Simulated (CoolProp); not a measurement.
Vapour-liquid equilibrium of R22 (1) + R134a (2) at 1.35 MPa; x and y are mole fractions of (1).

The numbers come from the multi-fluid Helmholtz-energy mixture model, Kamei 1995 and Tillner-Roth 1994; pair parameters Bell 2016 in CoolProp.

```csv
x,bubble temperature (°C),y at the bubble point,dew temperature at overall composition x (°C),liquid density (mol/L)
0.05,49.8,0.069,50.1,10.87
0.125,48.2,0.167,48.9,11.05
0.2,46.6,0.258,47.6,11.22
0.275,45.2,0.344,46.3,11.40
0.35,43.8,0.425,45.1,11.58
0.425,42.6,0.501,43.8,11.76
0.5,41.4,0.574,42.6,11.95
0.575,40.3,0.644,41.4,12.14
0.65,39.2,0.711,40.2,12.33
0.725,38.2,0.775,39.0,12.53
0.8,37.2,0.838,37.8,12.73
0.875,36.3,0.900,36.7,12.94
0.95,35.4,0.960,35.6,13.16
```

No azeotrope shows between x = 0.05 and 0.95.

The pair parameters rest on a limited set of measurements; away from them the model extrapolates.
